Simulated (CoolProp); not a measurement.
Vapour-liquid equilibrium of CH2F2 (R32) (1) + dimethyl ether (2) at 0.315 MPa; x and y are mole fractions of (1).

Model: multi-fluid Helmholtz-energy mixture model, Tillner-Roth 1997 and Wu 2011; pair parameters Bell 2016, in CoolProp.

| x | bubble temperature, mixture model (K) | bubble temperature, Raoult's law (K) | y, mixture model | y, Raoult's law |
|---|---|---|---|---|
| 0.05 | 275.6 | 275.2 | 0.118 | 0.138 |
| 0.2 | 268.8 | 268.0 | 0.408 | 0.436 |
| 0.35 | 262.8 | 262.4 | 0.613 | 0.630 |
| 0.5 | 257.8 | 257.7 | 0.752 | 0.762 |
| 0.65 | 253.7 | 253.8 | 0.850 | 0.858 |
| 0.8 | 250.4 | 250.5 | 0.922 | 0.930 |
| 0.95 | 247.5 | 247.5 | 0.981 | 0.984 |

The largest gap from Raoult's law is +0.8 K in bubble temperature, at x = 0.2. No azeotrope shows between x = 0.05 and 0.95.

The pair parameters rest on a limited set of measurements; away from them the model extrapolates. The gap from Raoult's law changes sign with composition, which may be real or a fault of the pair parameters; it wasn't checked against measurements.
